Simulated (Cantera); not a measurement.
Input: 1 mol Si, 1.7 mol HCl, 2 mol H2, equilibrated at 1500 Torr.

Equilibrium computed with Cantera from the NASA thermochemical tables; the gas is ideal and each condensed phase is pure. Candidate condensed phases: Si; 19 gas species. Kinetics and transport are ignored.

Question: At 700 K, list the 6 most abundant gas species with their mole fractions, and the condensed phases.

Answer: H2 0.850, SiCl4 0.0831, SiHCl3 0.0631, SiH2Cl2 0.00315, HCl 0.000229, SiH3Cl 3.37e-5. Condensed: Si(s).
